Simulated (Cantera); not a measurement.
What does this Cantera script print?

```python
import numpy as np
import cantera as ct

gas_names = [...]  # 113 gases of nasa_gas.yaml made of C, H, O, Ti
cond_names = """
    C(gr) C6H6(L) C7H8(L) C8H18(L),n-octa H2O(s) H2O(L) Ti(a) Ti(b) Ti(L) TiC(s) TiC(L) TiO(a) TiO(b)
    TiO(L) TiO2(ru) TiO2(L) Ti2O3(a) Ti2O3(b) Ti2O3(L) Ti3O5(a) Ti3O5(b) Ti3O5(L) Ti4O7(s) Ti4O7(L)
""".split()


# ... load() reads the species with a 1 bar reference pressure and builds the phases ...
atoms = {
    'TiO2': {'Ti': 1, 'O': 2},
    'CH4': {'C': 1, 'H': 4},
    'CO': {'C': 1, 'O': 1},
}
top_T = {'C(gr)': 4500}  # K; cautious upper limits of use, not melting points


# ... equilibrate(T, P, feed) seeds the gas with the atoms and calls Mixture.equilibrate('TP', solver="gibbs", rtol=1e-10, max_steps=50000) ...
results = []
feed = {'TiO2': 1, 'CH4': 1.3, 'CO': 0.51}  # mol
P = 1333.22  # Pa
for T in [1198, 1248, 1298, 1348, 1398, 1448, 1498]:
    mix = equilibrate(T, P, feed)
    results.append((T, P, feed, dict(zip(mix.species_names, mix.species_moles))))
    x = sorted(zip(gas.X, gas.species_names), reverse=True)
    print(f"T = {T:g} K  P = {P:g} Pa  gas = {mix.phase_moles(0):.4g} mol")
    print("   x: " + "  ".join(f"{s} {v:.3e}" for v, s in x if v > 1e-05))
    print("   condensed (mol): " + ("  ".join(f"{mix.phase(i).name} {mix.phase_moles(i):.4g}"
          for i in range(1, mix.n_phases) if mix.phase_moles(i) > 1e-12) or "none"))
```

It prints:

```
T = 1198 K  P = 1333.22 Pa  gas = 3.443 mol
   x: H2 7.549e-01  CO 2.449e-01  CH4 1.219e-04  H2O 6.543e-05  CO2 1.554e-05
   condensed (mol): C(gr) 0.9665  Ti3O5(b) 0.3333
T = 1248 K  P = 1333.22 Pa  gas = 3.669 mol
   x: H2 7.084e-01  CO 2.914e-01  CH4 7.460e-05  H2O 4.233e-05  CO2 1.118e-05
   condensed (mol): C(gr) 0.6046  TiC(s) 0.1358  Ti3O5(b) 0.2881
T = 1298 K  P = 1333.22 Pa  gas = 4.09 mol
   x: H2 6.356e-01  CO 3.643e-01  H2O 4.535e-05  CH4 2.715e-05  CO2 1.481e-05
   condensed (mol): TiC(s) 0.3201  Ti2O3(b) 0.34
T = 1348 K  P = 1333.22 Pa  gas = 4.09 mol
   x: H2 6.356e-01  CO 3.643e-01  H2O 4.865e-05  H 1.598e-05  CO2 1.425e-05  CH4 1.163e-05
   condensed (mol): TiC(s) 0.3201  Ti2O3(b) 0.34
T = 1398 K  P = 1333.22 Pa  gas = 4.09 mol
   x: H2 6.356e-01  CO 3.643e-01  H2O 5.186e-05  H 3.267e-05  CO2 1.374e-05
   condensed (mol): TiC(s) 0.3201  Ti2O3(b) 0.34
T = 1448 K  P = 1333.22 Pa  gas = 4.09 mol
   x: H2 6.356e-01  CO 3.643e-01  H 6.364e-05  H2O 5.497e-05  CO2 1.329e-05
   condensed (mol): TiC(s) 0.3201  Ti2O3(b) 0.3399
T = 1498 K  P = 1333.22 Pa  gas = 4.09 mol
   x: H2 6.356e-01  CO 3.643e-01  H 1.186e-04  H2O 5.798e-05  CO2 1.288e-05
   condensed (mol): TiC(s) 0.3201  Ti2O3(b) 0.3399
```

Cantera equilibrium calculation (NASA polynomials, part measured and part estimated; ideal gas, pure solids and liquids). Mutual solubility and eutectic melting of coexisting phases are not modelled. TiC: taken at fixed stoichiometry.
